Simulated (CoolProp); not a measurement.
A simple Rankine cycle with toluene: condensing at 304.15 K, boiler at 0.0274 MPa, turbine inlet 358.4 K, turbine efficiency 0.7, pump efficiency 0.8, no recuperator. Each further row changes one setting.

Values from CoolProp's reference Helmholtz-energy equation of state, Lemmon 2006. It is a short technical equation, of lower accuracy than the large ones.

```tsv
case	thermal efficiency (%)	net work (kJ/kg)	heat in (kJ/kg)	turbine exit temperature (K)	volume ratio over the turbine
as stated	7.4	35.4	476	[?]	4.96
turbine inlet 378.4 K	7.4	37.6	505	350.5	4.98
condensing temperature 296.15 K	[?]	43.4	490	323.8	7.31
boiler pressure 0.0192 MPa	5.9	28.3	477	336.3	3.53
turbine efficiency 0.6	[?]	30.4	476	[?]	5.02
```

Complete the blanks.


- as stated, turbine exit temperature (K): 330.3
- condensing temperature 296.15 K, thermal efficiency (%): 8.9
- turbine efficiency 0.6, thermal efficiency (%): 6.4
- turbine efficiency 0.6, turbine exit temperature (K): 334.4
